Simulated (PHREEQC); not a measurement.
Model water analysis in mg/L, 75 °C, pH 7.48, pe 8.5: Na 65; K 22.8; Ca 85.2; Mg 0.7; Cl 19.8; S(6) as SO4 84.4; Alkalinity as HCO3 319; Pb 0.358; Cu(2) 1.95.

Valence states are taken as typed.

All values are PHREEQC results (ion-association model, wateq4f.dat), not measurements.

```tsv
quantity	before	after
ionic strength (mol/kgw)	0.00952	0.00962
CO2 (mol/kgw)	0.000302	0.000615
CaCO3 (mol/kgw)	8.19e-5	4.26e-5
CuCO3 (mol/kgw)	2.01e-5	2.17e-5
CO3-2 (mol/kgw)	1.52e-5	7.77e-6
Cu(OH)2 (mol/kgw)	7.24e-6	3.84e-6
SI of Pb(OH)2 (Pb(OH)2)	+0.26	-0.06
SI of Cerrusite (PbCO3)	-0.41	-0.42
```

Question: Which change was made?
A) pH from 7.48 to 7.78 at the same alkalinity
B) K from 22.8 to 45.6 mg/L
C) pH from 7.48 to 7.18 at the same alkalinity

Answer: C, pH from 7.48 to 7.18 at the same alkalinity

No solid was allowed to form. Some of these states are supersaturated (in Malachite, Cu(OH)2, for instance). Away from 25 °C the constants follow the database's enthalpies or fits; those with neither stay at their 25 °C values. The database's constant for dissolved Cu(OH)2 is higher than later reviews accept.
